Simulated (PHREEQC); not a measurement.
Make-up at 25 °C: 0.0033 mol HF, 6.6e-05 mol NH4HF2 and 0.00015 mol (NH4)2SiF6 per kg of water. It is in equilibrium with CO2 at log p = -3.5 (atm). Otherwise closed; pH follows from the charge balance.

All values are PHREEQC results (ion-association model, wateq4f.dat), not measurements.

No solid was allowed to form.

Q: Predict the pH, ionic strength.

A: pH 2.93; ionic strength 0.00172 mol/kgw.

Q: In which forms is F present?

A: HF 50 %, F- 30 %, SiF6-2 19 %, H2F2 0.6 % of the F.

SiF6-2 is the database's only silicon fluoride.
